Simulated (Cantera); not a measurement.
## SiH₂Cl₂ + N₂ + H₂ (silicon epitaxy and polysilicon growth)

Charge: 1 mol SiH₂Cl₂, 14 mol N₂, 0.00056 mol H₂, held at 0.860 bar.

Cantera equilibrium calculation (NASA polynomials, part measured and part estimated; ideal gas, pure solids and liquids). Candidate condensed phases: NH₄Cl, Si, Si₃N₄; 28 gas species. N₂ is the only nitrogen source here; it is nearly inert below about 1500 K, so the nitride shown seldom forms there in practice. The tables' values for SiCl₃ are old estimates; treat these amounts as uncertain. Equilibrium is a limit: real reactors are often held back by kinetics, nucleation or transport.

From 948 K to 1598 K the condensed part is Si₃N₄(s). The main Si-bearing gas is SiCl₄ throughout. The share of Si in condensed phases is highest at 1348 K (81.9 %) and lowest at 1598 K (76.3 %).

```csv
T (K),x N₂,x HCl,x H₂,x SiCl₄,n Si₃N₄(s)
948,0.883,0.0740,0.0286,0.0142,0.261
998,0.883,0.0760,0.0276,0.0137,0.263
1048,0.882,0.0777,0.0267,0.0133,0.265
1098,0.882,0.0793,0.0259,0.0129,0.267
1148,0.882,0.0806,0.0252,0.0125,0.269
1198,0.881,0.0819,0.0245,0.0121,0.271
1248,0.881,0.0829,0.0240,0.0118,0.272
1298,0.881,0.0838,0.0235,0.0114,0.273
1348,0.880,0.0846,0.0231,0.0109,0.273
1398,0.880,0.0851,0.0228,0.0104,0.273
1448,0.880,0.0853,0.0226,0.00973,0.271
1498,0.879,0.0852,0.0227,0.00883,0.268
1548,0.879,0.0844,0.0229,0.00766,0.263
1598,0.878,0.0829,0.0236,0.00625,0.254
```
x: gas mole fraction; n: condensed amount in mol.
